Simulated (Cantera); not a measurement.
Input (Python, Cantera) and output of one run.

```python
import numpy as np
import cantera as ct

gas_names = """
    O2 H2O
""".split()
cond_names = """
    Cu(L) Cu2O(L)
""".split()


# ... load() reads the species with a 1 bar reference pressure and builds the phases ...
species = {s.name: s for s in load("nasa_gas.yaml", gas_names) + load("nasa_condensed.yaml", cond_names)}
T = 1550
g = {n: (s.thermo.h(T) - T * s.thermo.s(T)) / (ct.gas_constant * T * np.log(10)) for n, s in species.items()}
valid = cond_names  # the entries whose range holds T


def stable(la, lb):
    # potentials (over RT ln 10) of the two non-metals from log10 p(O2) and log10 p(H2O) in bar
    mu = {}
    mu["O"] = (g["O2"] + la) / 2
    mu["H"] = (g["H2O"] + lb - 1 * mu["O"]) / 2
    cost = {}
    for n in valid:
        c = species[n].composition
        cost[n] = (g[n] - sum(c.get(e, 0) * m for e, m in mu.items())) / c["Cu"]
    return min(cost, key=cost.get)


results = []
for lb in [0, -0.8, -1.5, -2.2, -3, -3.8, -4.5, -5.2, -6, -6.8, -7.5, -8.2, -9]:
    row = [stable(la, lb) for la in [-29, -27.5, -26, -24.5, -23, -21.5, -20, -18.5, -17, -15.5, -14, -12.5, -11, -9.5, -8, -6.5, -5, -3.5, -2, -0.5, 1]]
    results.append(row)
    print(f"{lb:6.1f}  " + " ".join(f"{valid.index(n):x}" for n in row))
print("key: " + ", ".join(f"{i:x} {n}" for i, n in enumerate(valid)))
```

Output:

```
   0.0  0 0 0 0 0 0 0 0 0 0 0 0 0 0 0 0 0 1 1 1 1
  -0.8  0 0 0 0 0 0 0 0 0 0 0 0 0 0 0 0 0 1 1 1 1
  -1.5  0 0 0 0 0 0 0 0 0 0 0 0 0 0 0 0 0 1 1 1 1
  -2.2  0 0 0 0 0 0 0 0 0 0 0 0 0 0 0 0 0 1 1 1 1
  -3.0  0 0 0 0 0 0 0 0 0 0 0 0 0 0 0 0 0 1 1 1 1
  -3.8  0 0 0 0 0 0 0 0 0 0 0 0 0 0 0 0 0 1 1 1 1
  -4.5  0 0 0 0 0 0 0 0 0 0 0 0 0 0 0 0 0 1 1 1 1
  -5.2  0 0 0 0 0 0 0 0 0 0 0 0 0 0 0 0 0 1 1 1 1
  -6.0  0 0 0 0 0 0 0 0 0 0 0 0 0 0 0 0 0 1 1 1 1
  -6.8  0 0 0 0 0 0 0 0 0 0 0 0 0 0 0 0 0 1 1 1 1
  -7.5  0 0 0 0 0 0 0 0 0 0 0 0 0 0 0 0 0 1 1 1 1
  -8.2  0 0 0 0 0 0 0 0 0 0 0 0 0 0 0 0 0 1 1 1 1
  -9.0  0 0 0 0 0 0 0 0 0 0 0 0 0 0 0 0 0 1 1 1 1
key: 0 Cu(L), 1 Cu2O(L)
```

Source: NASA polynomial tables (part measured, part estimated), evaluated in Cantera. Part of the grid cannot be reached: there another gas would pass 10 bar, or a non-metal would condense.
